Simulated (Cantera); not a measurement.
A closed system holds: 1 mol S, 1.5 mol H₂, at 2100000 Pa.

These are equilibrium values from Cantera (NASA tables, ideal gas, pure condensed phases), not measurements of a reactor. Candidate condensed phases: S; 7 gas species. Kinetics and transport are ignored. All values below are at 2348 K.

Base state: H₂ 0.570, H₂S 0.253, S₂ 0.135, SH 0.0382, H 0.00204, S 0.00178 (mole fractions); condensed: gas only.

Q: What changes in the equilibrium state with this change: pressure from 2100000 Pa to 13300 Pa?

A: 
| species | before | after |
|---|---|---|
| H₂ | 0.570 | 0.673 |
| S₂ | 0.135 | 0.194 |
| SH | 0.0382 | 0.0498 |
| H₂S | 0.253 | 0.0285 |
| S | 0.00178 | 0.0268 |
| H | 0.00204 | 0.0277 |
